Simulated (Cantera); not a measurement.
An isothermal, constant-pressure homogeneous reactor starts with 1.04 % H2, 47.1 % O2, 51.8 % N2, equivalence ratio 0.011, at 1123 K and 9.00 Torr.

Detailed kinetics in Cantera: the H2/O2 subset of GRI-Mech 3.0, which has no nitrogen chemistry. Radical loss at walls, strong at low pressure, is not modelled.

x: mole fraction; the columns are a selection and need not sum to one.

```
t (s)        x H2   x O2       x O       x H    x H2O2
--------  -------  -----  --------  --------  --------
0.000200   0.0104  0.471  7.99e-11  1.03e-10    <1e-12
0.000479   0.0104  0.471  3.41e-10  1.96e-10    <1e-12
0.00115    0.0104  0.471   1.64e-9  5.45e-10    <1e-12
0.00275    0.0104  0.471   1.65e-8         ?  1.20e-12
0.00660    0.0104  0.471   1.92e-6         ?  1.02e-11
0.0158    0.00176  0.464   0.00527         ?   7.89e-8
0.0379    8.33e-5  0.463   0.00682         ?   1.67e-8
0.0909    6.06e-5  0.465   0.00496         ?   1.67e-8
0.218     3.28e-5  0.466   0.00265         ?   1.64e-8
0.522     1.17e-5  0.468  0.000941         ?   1.44e-8
1.25      2.94e-6  0.468  0.000237         ?   1.01e-8
3.00      6.30e-7  0.468   5.16e-5         ?   5.13e-9
```

**Question.** Fill in the missing entries.

**Answer.** 
- 0.00275, x H: 4.30e-9
- 0.00660, x H: 4.86e-7
- 0.0158, x H: 0.00160
- 0.0379, x H: 0.000847
- 0.0909, x H: 0.000525
- 0.218, x H: 0.000205
- 0.522, x H: 4.35e-5
- 1.25, x H: 5.53e-6
- 3.00, x H: 5.61e-7
